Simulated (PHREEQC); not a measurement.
A made-up water analysis in mg/L, 25 °C, pH 2.86, pe 8.6: Na 81.1; K 5.86; Ca 22; Mg 28.8; Cl 39.9; S(6) as SO4 432; Pb 0.154; N(5) as NO3 0.709; B 0.422.

Cl is adjusted to close the charge balance.
Valence states are taken as typed.

The numbers come from PHREEQC with the ion-association model, phreeqc.dat.

This is a speciation only: nothing precipitates in the calculation.

What ionic strength, specific conductance does the model give?

ionic strength 0.0128 mol/kgw; specific conductance 1310 µS/cm.

In which forms is Na present?

Na+ 99 %, NaSO4- 1.2 % of the Na.

Complexes and solids missing from the database can't appear.
